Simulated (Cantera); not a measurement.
An adiabatic, constant-volume homogeneous reactor starts with 3.35 % CH4, 20.3 % O2, 76.4 % N2, equivalence ratio 0.33, at 1448 K and 1.01 bar.

Detailed kinetics in Cantera: GRI-Mech 3.0 (53 species, 325 reactions).

### Question
Predict: time of steepest temperature rise; temperature at 0.600 s; equilibrium temperature; x(O2) at 0.600 s; x(NO) at 0.600 s; x(N2O) at 0.600 s.

### Answer
```json
{
 "time_of_steepest_temperature_rise": "1.30 ms",
 "temperature at 0.600 s": "2284 K",
 "equilibrium_temperature": "2284 K",
 "x(O2) at 0.600 s": "0.129 (gas-phase equilibrium 0.129)",
 "x(NO) at 0.600 s": "0.0117 (gas-phase equilibrium 0.0117)",
 "x(N2O) at 0.600 s": "8.03e-7 (gas-phase equilibrium 8.03e-7)"
}
```
